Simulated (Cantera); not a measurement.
An adiabatic, constant-pressure homogeneous reactor starts with 3.75 % CH4, 0.825 % H2, 20.1 % O2, 75.4 % N2, equivalence ratio 0.39, at 1400 K and 100000 Pa.

Computed with Cantera and GRI-Mech 3.0 (53 species, 325 reactions).

Problem. Predict: time of steepest temperature rise; temperature at 0.400 s; equilibrium temperature; x(H2) at 0.400 s; x(O2) at 0.400 s; x(CO2) at 0.400 s; x(NO2) at 0.400 s.

Solution. 
```json
{
 "time_of_steepest_temperature_rise": "0.787 ms",
 "temperature at 0.400 s": "2204 K",
 "equilibrium_temperature": "2202 K",
 "x(H2) at 0.400 s": "0.000280 (gas-phase equilibrium 0.000276)",
 "x(O2) at 0.400 s": "0.117 (gas-phase equilibrium 0.116)",
 "x(CO2) at 0.400 s": "0.0369 (gas-phase equilibrium 0.0369)",
 "x(NO2) at 0.400 s": "7.44e-6 (gas-phase equilibrium 8.71e-6)"
}
```
